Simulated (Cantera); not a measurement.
Standard-state values (1 bar) from the NASA 1993 polynomials, evaluated with Cantera. Values are per mole of reaction as written; species without (g) are pure solids or liquids, kept so even where they would boil at 1 bar.

Fe(OH)2 ⇌ H2O2(g) + Fe

```tsv
T (K)	ΔH° (kJ)	ΔS° (J/K)	ΔG° (kJ)	log10 K	condensed phases
1025	420.9	143.4	273.9	-13.96	Fe(OH)2(s), Fe(α)
1075	421.5	144.0	266.7	-12.96	Fe(OH)2(s), Fe(α)
1125	[?]	[?]	[?]	[?]	Fe(OH)2(s), Fe(α)
1175	419.7	142.4	252.4	-11.22	Fe(OH)2(s), Fe(α)
1225	[?]	[?]	[?]	[?]	Fe(OH)2(s), Fe(γ)
1275	418.1	141.1	238.2	-9.76	Fe(OH)2(s), Fe(γ)
1325	416.9	140.2	231.1	-9.11	Fe(OH)2(s), Fe(γ)
```

Question: Some entries are withheld; supply them.

Answer: 
- 1125, ΔH° (kJ): 420.8
- 1125, ΔS° (J/K): 143.4
- 1125, ΔG° (kJ): 259.5
- 1125, log10 K: -12.05
- 1225, ΔH° (kJ): 419.4
- 1225, ΔS° (J/K): 142.1
- 1225, ΔG° (kJ): 245.3
- 1225, log10 K: -10.46
